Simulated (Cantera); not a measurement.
Input: 1 mol Si3N4, 0.001 mol H2O, a varied amount of H2, at 1773.15 K and 75.0 Torr.

Points: n(H2) (mol) = 8.4, 11, 13, 17, 22, 27, 34, 43, 55, 69.

Cantera's Mixture.equilibrate('TP', solver="vcs", rtol=1e-11, max_steps=5000) on the NASA tables stopped like this:

```
 H2 9.426e-01  N2 5.643e-02  H 8.745e-04  SiO 8.571e-05  SiH2 2.328e-05  Si 2.135e-05  SiH 8.088e-06  Si2N 1.276e-06
   condensed (mol): Si(L) 0.9858  Si3N4(a) 0.6709
T = 1773.15 K  P = 10000 Pa  n(H2) = 13 mol  gas = 13.79 mol
   x: H2 9.426e-01  N2 5.643e-02  H 8.745e-04  SiO 7.253e-05  SiH2 2.328e-05  Si 2.135e-05  SiH 8.088e-06  Si2N 1.276e-06
   condensed (mol): Si(L) 1.165  Si3N4(a) 0.611
T = 1773.15 K  P = 10000 Pa  n(H2) = 17 mol  gas = 18.03 mol
   x: H2 9.426e-01  N2 5.643e-02  H 8.745e-04  SiO 5.546e-05  SiH2 2.328e-05  Si 2.135e-05  SiH 8.088e-06  Si2N 1.276e-06
   condensed (mol): Si(L) 1.524  Si3N4(a) 0.4913
ERROR: FAILURE its = 5001!

*******************************************************************************
CanteraError thrown by MultiPhase::equilibrate:
VCS solver failed. Return code: -1
*******************************************************************************
```

What got this run through?

Several could match; the one computed here: The failure is numerical, not chemical. The same input converged with solver="gibbs", rtol=1e-10, max_steps=50000, and the result passed a check of the equilibrium conditions:
```
T = 1773.15 K  P = 10000 Pa  n(H2) = 8.4 mol  gas = 8.909 mol
   x: H2 9.425e-01  N2 5.643e-02  H 8.745e-04  SiO 1.122e-04  SiH2 2.328e-05  Si 2.135e-05  SiH 8.088e-06  Si2N 1.276e-06
   condensed (mol): Si(L) 0.7526  Si3N4(a) 0.7486
T = 1773.15 K  P = 10000 Pa  n(H2) = 11 mol  gas = 11.67 mol
   x: H2 9.426e-01  N2 5.643e-02  H 8.745e-04  SiO 8.571e-05  SiH2 2.328e-05  Si 2.135e-05  SiH 8.088e-06  Si2N 1.276e-06
   condensed (mol): Si(L) 0.9858  Si3N4(a) 0.6709
T = 1773.15 K  P = 10000 Pa  n(H2) = 13 mol  gas = 13.79 mol
   x: H2 9.426e-01  N2 5.643e-02  H 8.745e-04  SiO 7.253e-05  SiH2 2.328e-05  Si 2.135e-05  SiH 8.088e-06  Si2N 1.276e-06
   condensed (mol): Si(L) 1.165  Si3N4(a) 0.611
T = 1773.15 K  P = 10000 Pa  n(H2) = 17 mol  gas = 18.03 mol
   x: H2 9.426e-01  N2 5.643e-02  H 8.745e-04  SiO 5.546e-05  SiH2 2.328e-05  Si 2.135e-05  SiH 8.088e-06  Si2N 1.276e-06
   condensed (mol): Si(L) 1.524  Si3N4(a) 0.4913
T = 1773.15 K  P = 10000 Pa  n(H2) = 22 mol  gas = 23.33 mol
   x: H2 9.426e-01  N2 5.643e-02  H 8.745e-04  SiO 4.286e-05  SiH2 2.328e-05  Si 2.135e-05  SiH 8.089e-06  Si2N 1.276e-06
   condensed (mol): Si(L) 1.972  Si3N4(a) 0.3418
T = 1773.15 K  P = 10000 Pa  n(H2) = 27 mol  gas = 28.63 mol
   x: H2 9.426e-01  N2 5.643e-02  H 8.745e-04  SiO 3.492e-05  SiH2 2.328e-05  Si 2.135e-05  SiH 8.089e-06  Si2N 1.276e-06
   condensed (mol): Si(L) 2.421  Si3N4(a) 0.1922
T = 1773.15 K  P = 10000 Pa  n(H2) = 34 mol  gas = 36.02 mol
   x: H2 9.435e-01  N2 5.553e-02  H 8.750e-04  SiO 2.776e-05  SiH2 2.331e-05  Si 2.135e-05  SiH 8.092e-06  Si2N 1.265e-06
   condensed (mol): Si(L) 2.997
T = 1773.15 K  P = 10000 Pa  n(H2) = 43 mol  gas = 45.02 mol
   x: H2 9.546e-01  N2 4.442e-02  H 8.801e-04  SiH2 2.358e-05  SiO 2.221e-05  Si 2.135e-05  SiH 8.140e-06  Si2N 1.132e-06
   condensed (mol): Si(L) 2.996
T = 1773.15 K  P = 10000 Pa  n(H2) = 55 mol  gas = 57.03 mol
   x: H2 9.640e-01  N2 3.507e-02  H 8.844e-04  SiH2 2.381e-05  Si 2.135e-05  SiO 1.753e-05  SiH 8.180e-06  Si2N 1.006e-06
   condensed (mol): Si(L) 2.996
T = 1773.15 K  P = 10000 Pa  n(H2) = 69 mol  gas = 71.04 mol
   x: H2 9.709e-01  N2 2.815e-02  H 8.876e-04  SiH2 2.398e-05  Si 2.135e-05  SiO 1.408e-05  SiH 8.209e-06
   condensed (mol): Si(L) 2.995
```

The gas is ideal and each condensed phase is pure. Mutual solubility and eutectic melting of coexisting phases are not modelled. Gases not in the tables: Si2H6 and higher silanes.
